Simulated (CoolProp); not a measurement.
Vapour-liquid equilibrium of R1234yf (1) + R1234ze(E) (2) at 54.9 kPa; x and y are mole fractions of (1).

Computed with CoolProp (multi-fluid Helmholtz-energy mixture model, Lemmon 2022 and Thol 2016; pair parameters Bell 2022).

```json
[
 {"x": "0.05", "bubble temperature (K)": "240.2", "y at the bubble point": "0.083", "dew temperature at overall composition x (K)": "240.5", "liquid density (mol/L)": "11.65"},
 {"x": "0.125", "bubble temperature (K)": "239.2", "y at the bubble point": "0.196", "dew temperature at overall composition x (K)": "239.8", "liquid density (mol/L)": "11.64"},
 {"x": "0.2", "bubble temperature (K)": "238.2", "y at the bubble point": "0.296", "dew temperature at overall composition x (K)": "239.1", "liquid density (mol/L)": "11.62"},
 {"x": "0.275", "bubble temperature (K)": "237.4", "y at the bubble point": "0.387", "dew temperature at overall composition x (K)": "238.4", "liquid density (mol/L)": "11.60"},
 {"x": "0.35", "bubble temperature (K)": "236.5", "y at the bubble point": "0.471", "dew temperature at overall composition x (K)": "237.7", "liquid density (mol/L)": "11.59"},
 {"x": "0.425", "bubble temperature (K)": "235.8", "y at the bubble point": "0.548", "dew temperature at overall composition x (K)": "237.0", "liquid density (mol/L)": "11.57"},
 {"x": "0.5", "bubble temperature (K)": "235.0", "y at the bubble point": "0.620", "dew temperature at overall composition x (K)": "236.2", "liquid density (mol/L)": "11.55"},
 {"x": "0.575", "bubble temperature (K)": "234.3", "y at the bubble point": "0.687", "dew temperature at overall composition x (K)": "235.5", "liquid density (mol/L)": "11.52"},
 {"x": "0.65", "bubble temperature (K)": "233.6", "y at the bubble point": "0.751", "dew temperature at overall composition x (K)": "234.7", "liquid density (mol/L)": "11.50"},
 {"x": "0.725", "bubble temperature (K)": "232.9", "y at the bubble point": "0.810", "dew temperature at overall composition x (K)": "233.9", "liquid density (mol/L)": "11.48"},
 {"x": "0.8", "bubble temperature (K)": "232.3", "y at the bubble point": "0.866", "dew temperature at overall composition x (K)": "233.0", "liquid density (mol/L)": "11.46"},
 {"x": "0.875", "bubble temperature (K)": "231.6", "y at the bubble point": "0.919", "dew temperature at overall composition x (K)": "232.2", "liquid density (mol/L)": "11.43"},
 {"x": "0.95", "bubble temperature (K)": "231.0", "y at the bubble point": "0.969", "dew temperature at overall composition x (K)": "231.3", "liquid density (mol/L)": "11.41"}
]
```

No azeotrope shows between x = 0.05 and 0.95.

Pair parameters are fitted to limited data, so mixtures are less certain than the pure fluids.
